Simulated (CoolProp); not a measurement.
Properties of R410A along the isobar 19.7 bar.

Values from CoolProp's reference Helmholtz-energy equation of state, Lemmon 2003. It is a pseudo-pure fit of the blend.

| T (K) | phase | Z | cp (kJ/(kg K)) | speed of sound (m/s) | isothermal compressibility (1/MPa) | Prandtl number |
|---|---|---|---|---|---|---|
| 220.2 | liquid | 0.05749 | 1.361 | 841.3 | 0.001657 | 3.16 |
| 248.9 | liquid | 0.05460 | 1.414 | 700.6 | 0.002635 | 2.69 |
| 277.7 | liquid | 0.05350 | 1.527 | 552.6 | 0.004861 | 2.38 |
| 335.1 | gas | 0.8135 | 1.154 | 182.9 | 0.6424 | 0.973 |
| 363.8 | gas | 0.8687 | 1.079 | 198.4 | 0.5903 | 0.887 |
| 392.6 | gas | 0.9036 | 1.065 | 211.0 | 0.5638 | 0.853 |
| 421.3 | gas | 0.9273 | 1.074 | 221.9 | 0.5480 | 0.840 |

Viscosity comes from a separate model (Geller 2000). Thermal conductivity comes from a separate model (Geller 2001).
